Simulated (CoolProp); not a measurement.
Vapour-liquid equilibrium of hydrogen sulfide (1) + n-butane (2) at 0.739 MPa; x and y are mole fractions of (1).

The numbers come from the multi-fluid Helmholtz-energy mixture model, Lemmon 2006 and Bücker 2006; pair parameters Kunz 2012 in CoolProp.

Problem. Give the bubble temperature and the first vapour's composition at x = 0.05, 0.25, 0.75. Is there an azeotrope?

Solution. x = 0.05: 51.6 °C, y = 0.298; x = 0.25: 15.7 °C, y = 0.781; x = 0.75: -6.0 °C, y = 0.942. No azeotrope shows between x = 0.05 and 0.95.

Pair parameters are fitted to limited data, so mixtures are less certain than the pure fluids.
